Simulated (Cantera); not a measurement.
A perfectly stirred reactor is fed with CH4 : C2H6 : C3H8 : O2 : N2 = 1 : 0.087 : 0.94 : 4.67 : 17.6 (molar parts), at 3830 Torr; it is adiabatic with a 373 K inlet, and is followed from long to short residence time, starting on the burning branch (τ in s: 0.22, 0.071, 0.023, 0.0074, 0.0024, 0.00076, 0.00025, 7.9e-05, 2.6e-05).

Detailed kinetics in Cantera: GRI-Mech 3.0 (53 species, 325 reactions). GRI-Mech 3.0 was tuned for natural gas; its chemistry of propane as a main component is partial and can be far from experiment.

### Question
Predict: blow-out, bracketed by the residence times tried; x(CH4) at τ = 0.220 s; x(C2H6) at τ = 0.220 s; x(C3H8) at τ = 0.220 s; x(H2O) at τ = 0.220 s; x(CH2CO) at τ = 0.220 s; x(CH4) at τ = 2.40 ms; x(C2H6) at τ = 2.40 ms; x(C3H8) at τ = 2.40 ms; x(H2O) at τ = 2.40 ms; x(CH2CO) at τ = 2.40 ms.

### Answer
```
Property                                                                        Value
------------------------------------------------  -----------------------------------
blow-out, bracketed by the residence times tried  burning at 0.250 ms, out at 79.0 µs
x(CH4) at τ = 0.220 s                                                        0.000453
x(C2H6) at τ = 0.220 s                                                        6.35e-8
x(C3H8) at τ = 0.220 s                                                        1.08e-7
x(H2O) at τ = 0.220 s                                                           0.149
x(CH2CO) at τ = 0.220 s                                                       1.09e-6
x(CH4) at τ = 2.40 ms                                                         0.00335
x(C2H6) at τ = 2.40 ms                                                        1.00e-5
x(C3H8) at τ = 2.40 ms                                                        7.96e-6
x(H2O) at τ = 2.40 ms                                                           0.156
x(CH2CO) at τ = 2.40 ms                                                       5.43e-5
```
